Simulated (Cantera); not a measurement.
Charge: 1 mol SiCl₄, 0.3 mol O₃, at 41.0 mbar.

Method: chemical equilibrium by Gibbs-energy minimisation in Cantera with the NASA 1993 tables (ideal gas, pure condensed phases). Candidate condensed phases: Si, SiO₂; 15 gas species. Kinetics and transport are ignored.

### Question
At 975 K, list the 3 most abundant gas species with their mole fractions, and the condensed phases.

### Answer
Cl₂ 0.620, SiCl₄ 0.379, Cl 0.00103. Condensed: SiO₂(β-quartz).
